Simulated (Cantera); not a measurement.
What does this Cantera script print?

```python
import numpy as np
import cantera as ct

gas_names = """
    CL CL2 H HCL H2 Si SiCL SiCL2 SiCL3 SiCL4 SiH SiHCL3 SiH2 SiH2CL2 SiH3 SiH3CL SiH4 Si2 Si3
""".split()
cond_names = """
    Si(cr) Si(L)
""".split()


def load(file, names, dense=False):
    # The tables refer to 1 bar. Condensed volumes are neglected.
    table = {s.name: s for s in ct.Species.list_from_file(file)}
    out = []
    for n in names:
        d = dict(table[n].input_data)
        d["thermo"] = dict(d["thermo"], **{"reference-pressure": 1e5})
        if dense:
            d["equation-of-state"] = {"model": "constant-volume", "density": "1e6 g/cm^3"}
        out.append(ct.Species.from_dict(d))
    return out


gas = ct.Solution(thermo="ideal-gas", species=load("nasa_gas.yaml", gas_names))
cond = {s.name: ct.Solution(thermo="fixed-stoichiometry", species=[s], name=s.name)
        for s in load("nasa_condensed.yaml", cond_names, dense=True)}
atoms = {
    'SiCl4': {'Si': 1, 'CL': 4},
    'HCl': {'H': 1, 'CL': 1},
    'H2': {'H': 2},
}
top_T = {}  # K; cautious upper limits of use, not melting points


def equilibrate(T, P, feed):
    n = {}
    for name, mol in feed.items():
        for a, k in atoms[name].items():
            n[a] = n.get(a, 0.0) + k * mol
    gas.TPX = T, P, n
    mass = sum(n.values()) * gas.mean_molecular_weight
    gas.equilibrate("TP")
    valid = [c for c in cond.values() if c.min_temp <= T <= top_T.get(c.name, c.max_temp)]
    mix = ct.Mixture([(gas, mass / gas.mean_molecular_weight)] + [(c, 0.0) for c in valid])
    mix.T, mix.P = T, P
    mix.equilibrate("TP", solver="vcs", rtol=1e-11, max_steps=5000)
    return mix


results = []
feed = {'SiCl4': 1, 'HCl': 1.6, 'H2': 6.3}  # mol
P = 18000  # Pa
for T in [573, 648, 723, 798, 873, 948, 1023, 1098, 1173]:
    mix = equilibrate(T, P, feed)
    results.append((T, P, feed, dict(zip(mix.species_names, mix.species_moles))))

top = {s: max(r[3][s] / sum(r[3][g] for g in gas_names) for r in results) for s in gas_names}
cols = sorted((s for s in top if top[s] > 0.0001), key=lambda s: -top[s])[:9]
seen = [c for c in cond_names if any(r[3].get(c, 0) > 1e-12 for r in results)]
print("log10 of partial pressures in bar; condensed amounts in mol")
print(f"{'T/K':>10s}" + "".join(f"{s[:9]:>10s}" for s in cols + seen))
for T, P, feed, n in results:
    ng = sum(n[g] for g in gas_names)
    print(f"{T:10.4g}" + "".join(f"{np.log10(max(n[s] / ng * P / 1e5, 1e-99)):10.3f}" for s in cols)
          + "".join(f"{n.get(c, 0):10.4g}" for c in seen))
```

It prints:

```
log10 of partial pressures in bar; condensed amounts in mol
       T/K        H2       HCL     SiCL4    SiHCL3     SiCL3     SiCL2
       573    -0.895    -1.490    -1.694    -5.949   -11.441   -17.832
       648    -0.895    -1.490    -1.694    -5.207    -9.565   -14.614
       723    -0.895    -1.490    -1.695    -4.624    -8.084   -12.075
       798    -0.895    -1.489    -1.696    -4.157    -6.886   -10.023
       873    -0.895    -1.488    -1.698    -3.775    -5.900    -8.334
       948    -0.896    -1.485    -1.702    -3.459    -5.077    -6.923
      1023    -0.897    -1.481    -1.709    -3.198    -4.383    -5.733
      1098    -0.899    -1.474    -1.721    -2.984    -3.796    -4.723
      1173    -0.902    -1.461    -1.744    -2.818    -3.305    -3.873
```

Cantera equilibrium calculation (NASA polynomials, part measured and part estimated; ideal gas, pure solids and liquids). The tables' values for SiCl3 are old estimates; treat these amounts as uncertain.
